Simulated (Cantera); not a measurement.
Feed: 1 mol Cu2O, 3.9 mol C, 7.7 mol N2, equilibrated at 10.0 mbar.

Method: chemical equilibrium by Gibbs-energy minimisation in Cantera with the NASA 1993 tables (ideal gas, pure condensed phases). Candidate condensed phases: C, Cu, CuO, Cu2O; 27 gas species. Kinetics and transport are ignored.

x: gas mole fraction; n: condensed amount in mol.

```csv
T (°C),x N2,x Cu,x CO,x Cu2,x CN,x C2N2,n C(graphite),n Cu(s),n Cu(l)
1077,0.885,4.89e-5,0.115,6.42e-9,1.74e-11,1.89e-10,2.90,2.00,0
1177,0.885,0.000344,0.115,9.64e-8,2.56e-10,1.29e-9,2.90,0,2.00
1277,0.883,0.00186,0.115,9.94e-7,2.65e-9,6.87e-9,2.90,0,1.98
1377,0.878,?,0.114,?,?,?,2.90,0,1.93
1477,0.859,0.0299,0.112,4.58e-5,1.25e-7,1.07e-7,2.90,0,1.73
1577,0.801,0.0950,0.104,0.000225,6.07e-7,3.18e-7,2.90,0,1.08
1677,0.720,0.186,0.0935,0.000449,2.45e-6,8.10e-7,2.90,0,0
1777,0.720,0.186,0.0935,?,?,?,2.90,0,0
1877,0.720,0.187,0.0935,0.000147,2.96e-5,4.86e-6,2.90,0,0
1977,0.720,0.187,0.0935,9.01e-5,8.67e-5,1.05e-5,2.90,0,0
```

### Question
What belongs in the gaps?

### Answer

- 1777, x Cu2: 0.000250
- 1777, x CN: 9.05e-6
- 1777, x C2N2: 2.07e-6
- 1377, x Cu: 0.00812
- 1377, x Cu2: 7.62e-6
- 1377, x CN: 2.06e-8
- 1377, x C2N2: 2.97e-8
